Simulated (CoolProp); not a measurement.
A simple Rankine cycle with n-perfluorohexane: condensing at 333.15 K, boiler at 0.537 MPa, turbine inlet 405.3 K, turbine efficiency 0.7, pump efficiency 0.6, no recuperator. Each further row changes one setting.

Values from CoolProp's reference Helmholtz-energy equation of state, Gao 2022.

```tsv
case	thermal efficiency (%)	net work (kJ/kg)	heat in (kJ/kg)	turbine exit temperature (K)	volume ratio over the turbine
as stated	6.4	9.24	145	389.6	5.43
turbine inlet 425.3 K	6.0	9.92	165	410.1	5.27
condensing temperature 325.15 K	7.1	11.0	153	387.5	7.17
boiler pressure 0.376 MPa	5.1	7.45	147	394.1	3.59
turbine efficiency 0.6	5.4	7.86	145	391.1	5.46
```
